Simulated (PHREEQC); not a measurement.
A solution holds 0.051 mmol/kgw CaSO4, 0.12 mmol/kgw Na2SO4 and 0.54 mmol/kgw MgSO4, at 25 °C. Closed to the air; pH follows from the charge balance.

Model: ion-association model, phreeqc.dat, run in PHREEQC.

No solid was allowed to form.

Problem. What ionic strength, specific conductance does the model give?

Solution. ionic strength 0.00251 mol/kgw; specific conductance 163 µS/cm.

Problem. In which forms is Mg present?

Solution. Mg+2 91 %, MgSO4 9.1 % of the Mg.
